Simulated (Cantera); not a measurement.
Cantera run:

```python
import numpy as np
import cantera as ct

gas_names = """
    H HNO HNO2 HNO3 HO2 H2 H2O H2O2 N NH NH2 NH3 NH2OH NO NO2 NO3 N2 N2H2 N2H4 N2O O OH O2 O3 Pb PbO Pb2
""".split()
cond_names = """
    H2O(s) H2O(L) Pb(cr) Pb(L) PbO(rd) PbO(yw) PbO(L) PbO2(s) Pb3O4(s)
""".split()


# ... load() reads the species with a 1 bar reference pressure and builds the phases ...
atoms = {
    'PbO': {'Pb': 1, 'O': 1},
    'H2': {'H': 2},
    'N2': {'N': 2},
}
top_T = {'Pb3O4(s)': 820}  # K; cautious upper limits of use, not melting points


# ... equilibrate(T, P, feed) seeds the gas with the atoms and calls Mixture.equilibrate('TP', solver="vcs", rtol=1e-11, max_steps=5000) ...
results = []
feed = {'PbO': 1, 'H2': 8.1, 'N2': 73}  # mol
T = 1248.15  # K
for P in [10, 36, 130, 460, 1700, 6000, 22000, 77000, 280000, 1000000]:
    mix = equilibrate(T, P, feed)
    results.append((T, P, feed, dict(zip(mix.species_names, mix.species_moles))))

top = {s: max(r[3][s] / sum(r[3][g] for g in gas_names) for r in results) for s in gas_names}
cols = sorted((s for s in top if top[s] > 0.001), key=lambda s: -top[s])[:5]
seen = [c for c in cond_names if any(r[3].get(c, 0) > 1e-12 for r in results)]
print("log10 of partial pressures in bar; condensed amounts in mol")
print(f"{'P/Pa':>10s}" + "".join(f"{s[:9]:>10s}" for s in cols + seen))
for T, P, feed, n in results:
    ng = sum(n[g] for g in gas_names)
    print(f"{P:10.4g}" + "".join(f"{np.log10(max(n[s] / ng * P / 1e5, 1e-99)):10.3f}" for s in cols)
          + "".join(f"{n.get(c, 0):10.4g}" for c in seen))
```

Result:

```
log10 of partial pressures in bar; condensed amounts in mol
      P/Pa        N2        H2       H2O        Pb     Pb(L)
        10    -4.051    -5.063    -5.914    -5.914         0
        36    -3.495    -4.507    -5.358    -5.358         0
       130    -2.937    -3.949    -4.800    -4.800         0
       460    -2.388    -3.400    -4.252    -4.252         0
      1700    -1.821    -2.833    -3.684    -3.684         0
      6000    -1.273    -2.285    -3.136    -3.136         0
   2.2e+04    -0.706    -1.718    -2.569    -2.885    0.5168
   7.7e+04    -0.160    -1.172    -2.023    -2.885    0.8625
   2.8e+05     0.401    -0.611    -1.462    -2.885    0.9622
     1e+06     0.954    -0.058    -0.909    -2.885    0.9894
```

Cantera equilibrium calculation (NASA polynomials, part measured and part estimated; ideal gas, pure solids and liquids).
